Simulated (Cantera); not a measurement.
A closed system holds: 1 mol FeS₂, 160 mol H₂, held at 1823 K and 38.3 Torr.

These are equilibrium values from Cantera (NASA tables, ideal gas, pure condensed phases), not measurements of a reactor. Candidate condensed phases: Fe, FeS, FeS₂, S; 8 gas species. Kinetics and transport are ignored.

Base state: H₂ 0.986, H₂S 0.00805, H 0.00191, SH 0.00166, S₂ 0.00130, Fe 0.000798, S 0.000142 (mole fractions); condensed: Fe(l).

What changes in the equilibrium state with this change: pressure from 38.3 Torr to 0.240 Torr?


```
species       before     after
----------  --------  --------
H₂             0.986     0.961
H            0.00191    0.0237
Fe          0.000798   0.00609
H₂S          0.00805  0.000945
S           0.000142   0.00273
S₂           0.00130   0.00301
SH           0.00166   0.00250
Fe(l), mol     0.872         0
```
